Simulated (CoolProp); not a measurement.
Ammonia at 360.3 K and 0.431 MPa is throttled through a valve to 0.0636 MPa with no heat exchange. Each further row changes one setting.

Model: reference Helmholtz-energy equation of state, Gao 2020, in CoolProp.

| case | temperature change (K) | final density (kg/m³) |
|---|---|---|
| as stated | -5.5 | 0.368 |
| outlet pressure 0.0191 MPa | -6.2 | 0.111 |
| outlet pressure 0.0827 MPa | -5.2 | 0.479 |
